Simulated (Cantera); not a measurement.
A closed system holds: 1 mol Si2H6, 0.036 mol HCl, 710 mol H2, at 0.133 bar.

These are equilibrium values from Cantera (NASA tables, ideal gas, pure condensed phases), not measurements of a reactor. Candidate condensed phases: Si; 19 gas species. The feed counts by its element totals alone. Rates play no part.

Q: At 1525 K, list the 3 most abundant gas species with their mole fractions, and the condensed phases.

A: H2 1.000, H 6.48e-5, HCl 5.05e-5. Condensed: Si(s).
